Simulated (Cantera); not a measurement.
Charge: 1 mol Al(CH₃)₃, 13 mol N₂, 8.5 mol H₂, equilibrated at 0.0100 bar.

These are equilibrium values from Cantera (NASA tables, ideal gas, pure condensed phases), not measurements of a reactor. Candidate condensed phases: Al, AlN, C, C₆H₆, C₇H₈, C₈H₁₈; 97 gas species. The feed counts by its element totals alone. The numbers say what is thermodynamically allowed, not how fast it happens.

Which condensed phases are stable at each of these points (T (K)): 1450, 1500, 1550, 1600, 1650, 1700, 1750, 1800, 1850, 1900, 1950, 2000, 2050?


| T (K) | condensed phases | Al condensed (%) |
|---|---|---|
| 1450 | AlN(s) + C(graphite) | 100.0 |
| 1500 | AlN(s) + C(graphite) | 100.0 |
| 1550 | AlN(s) + C(graphite) | 100.0 |
| 1600 | AlN(s) + C(graphite) | 100.0 |
| 1650 | AlN(s) + C(graphite) | 100.0 |
| 1700 | AlN(s) + C(graphite) | 99.9 |
| 1750 | AlN(s) + C(graphite) | 99.7 |
| 1800 | AlN(s) + C(graphite) | 98.9 |
| 1850 | AlN(s) + C(graphite) | 96.4 |
| 1900 | AlN(s) + C(graphite) | 89.5 |
| 1950 | AlN(s) + C(graphite) | 70.3 |
| 2000 | AlN(s) + C(graphite) | 18.6 |
| 2050 | C(graphite) | 0.0 |

From 1450 K to 2000 K the condensed part is AlN(s) + C(graphite). At 2050 K the condensed part is C(graphite).
